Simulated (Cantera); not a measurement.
Input: 1 mol HBr, a varied amount of O2, 17 mol N2, equilibrated at 1098.15 K and 10.0 mbar.

Equilibrium computed with Cantera from the NASA thermochemical tables; the gas is ideal and each condensed phase is pure. Candidate condensed phases: Br2, H2O; 27 gas species. Kinetics and transport are ignored.

At 1.1 mol O2, list the 4 most abundant gas species with their mole fractions, and the condensed phases.

N2 0.892, O2 0.0455, H2O 0.0243, Br 0.0198. Condensed: gas only.
